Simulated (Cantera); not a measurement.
Ignition delay

Mixture: CH4 : O2 : N2 : H2O = 1 : 2.9 : 10.9 : 0.026 (molar parts), equivalence ratio 0.69, at 0.940 bar, adiabatic and at constant pressure. Ignition delay is the time to a rise of 400 K.

Model: GRI-Mech 3.0 (53 species, 325 reactions), integrated in Cantera.

```json
[
 {"T0 (K)": "1000", "delay (ms)": "979"},
 {"T0 (K)": "1050", "delay (ms)": "413"},
 {"T0 (K)": "1100", "delay (ms)": "182"},
 {"T0 (K)": "1150", "delay (ms)": "83.4"},
 {"T0 (K)": "1200", "delay (ms)": "39.9"},
 {"T0 (K)": "1250", "delay (ms)": "19.8"},
 {"T0 (K)": "1300", "delay (ms)": "10.2"},
 {"T0 (K)": "1350", "delay (ms)": "5.48"}
]
```

```
Item                                                     Value
--------------------------------------------------  ----------
apparent activation energy between 1250 and 1350 K  180 kJ/mol
```
